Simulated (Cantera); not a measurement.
Input: 1 mol HF, 0.14 mol H2, equilibrated at 952 °C and 74.0 mbar.

Method: chemical equilibrium by Gibbs-energy minimisation in Cantera with the NASA 1993 tables (ideal gas, pure condensed phases). Kinetics and transport are ignored.

Base state: HF 0.877, H2 0.123 (mole fractions); condensed: gas only.

Problem. What changes in the equilibrium state with this change: HF replaced by HI?

Solution. 
| species | before | after |
|---|---|---|
| HI | 0 | 0.474 |
| H2 | 0.123 | 0.261 |
| I | 0 | 0.225 |
| HF | 0.877 | 0 |
| I2 | 0 | 0.0401 |
Further candidate phases: I2.
